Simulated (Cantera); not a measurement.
## TiCl₄ + CH₄ (titanium nitride, carbide and oxide coatings)

Input: 1 mol TiCl₄, 3.2 mol CH₄, held at 2273 K.

These are equilibrium values from Cantera (NASA tables, ideal gas, pure condensed phases), not measurements of a reactor. Candidate condensed phases: C, C₆H₆, C₇H₈, C₈H₁₈, Ti, TiC, TiCl₂, TiCl₃, TiCl₄; 96 gas species. The tables' values for TiCl₂ are old estimates; treat these amounts as uncertain. TiC: taken at fixed stoichiometry. Kinetics and transport are ignored.

```
P (Pa)   x H₂  x HCl      x H     x Cl   x TiCl₃   x TiCl₂  x C₂H₂ (acetylene)  n C(graphite)  n TiC(s)
------  -----  -----  -------  -------  --------  --------  ------------------  -------------  --------
10      0.248  0.149    0.418    0.181   1.28e-5  0.000647            0.000934           2.20     0.968
63      0.391  0.285    0.209    0.110  0.000115   0.00151             0.00147           2.19     0.975
400     0.469  0.382   0.0909   0.0535  0.000526   0.00225             0.00177           2.20     0.971
2500    0.504  0.428   0.0377   0.0231   0.00166   0.00264             0.00190           2.21     0.961
16000   0.523  0.443   0.0152  0.00929   0.00441   0.00272             0.00197           2.23     0.938
100000  0.540  0.435  0.00617  0.00360   0.00999   0.00254             0.00203           2.28     0.889
```
x: gas mole fraction; n: condensed amount in mol.

From 10.0 Pa to 1.00 bar the condensed part is C(graphite) + TiC(s). The main Ti-bearing gas is TiCl at 10.0 Pa and TiCl₃ at 1.00 bar. The share of Ti in condensed phases is highest at 63.0 Pa (97.5 %) and lowest at 1.00 bar (88.9 %).
